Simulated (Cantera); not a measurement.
Standard-state values (1 bar) from the NASA 1993 polynomials, evaluated with Cantera. Values are per mole of reaction as written; species without (g) are pure solids or liquids, kept so even where they would boil at 1 bar.

3 N(g) + B3O3F3(g) → 3 B + 3 F(g) + 3 NO(g)

```json
[
 {"T (K)": "1323", "ΔH° (kJ)": "1454.0", "ΔS° (J/K)": "320.4", "ΔG° (kJ)": "1030.2", "log10 K": "-40.67"},
 {"T (K)": "1423", "ΔH° (kJ)": "1453.2", "ΔS° (J/K)": "319.8", "ΔG° (kJ)": "998.2", "log10 K": "-36.64"},
 {"T (K)": "1523", "ΔH° (kJ)": "[?]", "ΔS° (J/K)": "[?]", "ΔG° (kJ)": "[?]", "log10 K": "[?]"},
 {"T (K)": "1623", "ΔH° (kJ)": "[?]", "ΔS° (J/K)": "[?]", "ΔG° (kJ)": "[?]", "log10 K": "[?]"},
 {"T (K)": "1723", "ΔH° (kJ)": "1451.1", "ΔS° (J/K)": "318.5", "ΔG° (kJ)": "902.5", "log10 K": "-27.36"},
 {"T (K)": "1823", "ΔH° (kJ)": "1450.6", "ΔS° (J/K)": "318.1", "ΔG° (kJ)": "870.6", "log10 K": "-24.95"},
 {"T (K)": "1923", "ΔH° (kJ)": "1450.1", "ΔS° (J/K)": "317.9", "ΔG° (kJ)": "838.8", "log10 K": "-22.78"},
 {"T (K)": "2023", "ΔH° (kJ)": "1449.7", "ΔS° (J/K)": "317.7", "ΔG° (kJ)": "807.0", "log10 K": "-20.84"},
 {"T (K)": "2123", "ΔH° (kJ)": "1449.4", "ΔS° (J/K)": "317.5", "ΔG° (kJ)": "775.3", "log10 K": "-19.07"},
 {"T (K)": "2223", "ΔH° (kJ)": "[?]", "ΔS° (J/K)": "[?]", "ΔG° (kJ)": "[?]", "log10 K": "[?]"}
]
```

Question: Fill in the missing entries.

Answer: 
- 1523, ΔH° (kJ): 1452.5
- 1523, ΔS° (J/K): 319.3
- 1523, ΔG° (kJ): 966.2
- 1523, log10 K: -33.14
- 1623, ΔH° (kJ): 1451.8
- 1623, ΔS° (J/K): 318.8
- 1623, ΔG° (kJ): 934.3
- 1623, log10 K: -30.07
- 2223, ΔH° (kJ): 1449.1
- 2223, ΔS° (J/K): 317.4
- 2223, ΔG° (kJ): 743.5
- 2223, log10 K: -17.47
